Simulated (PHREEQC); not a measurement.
Dissolve 120 mmol/kgw KHCO3 and 67 mmol/kgw NaOH at 25 °C. Closed to the air; pH follows from the charge balance.

Computed with PHREEQC (ion-association model, wateq4f.dat).

```tsv
quantity	before	after
pH	9.93	12.72
ionic strength (mol/kgw)	0.223	0.0670
Na+ (mol/kgw)	0.0514	0.0670
```

**Question.** Which change was made?
A. diluted 10-fold with water
B. temperature from 25 to 20 °C
C. diluted 100-fold with water
D. KHCO3 left out
E. NaOH from 0.067 to 0.0134 mol/kgw

**Answer.** D, KHCO3 left out

This is a speciation only: nothing precipitates in the calculation.
